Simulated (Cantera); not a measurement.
What does this Cantera script print?

```python
import numpy as np
import cantera as ct

gas_names = """
    CL CL2 H HCL H2 Si SiCL SiCL2 SiCL3 SiCL4 SiH SiHCL3 SiH2 SiH2CL2 SiH3 SiH3CL SiH4 Si2 Si3
""".split()
cond_names = """
    Si(cr) Si(L)
""".split()


# ... load() reads the species with a 1 bar reference pressure and builds the phases ...
atoms = {
    'SiCl4': {'Si': 1, 'CL': 4},
    'H2': {'H': 2},
}
top_T = {}  # K; cautious upper limits of use, not melting points


# ... equilibrate(T, P, feed) seeds the gas with the atoms and calls Mixture.equilibrate('TP', solver="vcs", rtol=1e-11, max_steps=5000) ...
results = []
feed = {'SiCl4': 1, 'H2': 1.8}  # mol
T = 648.15  # K
P = 31000  # Pa
mix = equilibrate(T, P, feed)
results.append((T, P, feed, dict(zip(mix.species_names, mix.species_moles))))
x = sorted(zip(gas.X, gas.species_names), reverse=True)
print(f"T = {T:g} K  P = {P:g} Pa  gas = {mix.phase_moles(0):.4g} mol")
print("   x: " + "  ".join(f"{s} {v:.3e}" for v, s in x if v > 1e-06))
print("   condensed (mol): " + ("  ".join(f"{mix.phase(i).name} {mix.phase_moles(i):.4g}"
      for i in range(1, mix.n_phases) if mix.phase_moles(i) > 1e-12) or "none"))
```

It prints:

```
T = 648.15 K  P = 31000 Pa  gas = 2.8 mol
   x: H2 6.387e-01  SiCL4 3.529e-01  HCL 4.204e-03  SiHCL3 4.198e-03  SiH2CL2 2.882e-06
   condensed (mol): none
```

These are equilibrium values from Cantera (NASA tables, ideal gas, pure condensed phases), not measurements of a reactor.
